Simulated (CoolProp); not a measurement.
Model: reference Helmholtz-energy equation of state, Lemmon 2006, in CoolProp. It is a short technical equation, of lower accuracy than the large ones.

Give the vapour pressure (kPa), liquid density (kg/m³), liquid cp (kJ/(kg K)), surface tension (mN/m) of saturated isohexane at -15.55, 1.95, 36.85 °C.


```csv
T (°C),p (kPa),liquid density (kg/m³),liquid cp (kJ/(kg K)),surface tension (mN/m)
-15.55,3.83,685,2.05,21.0
1.95,9.89,669,2.13,19.2
36.85,45.1,638,2.29,15.7
```

Surface tension comes from a separate correlation (Mulero 2012).
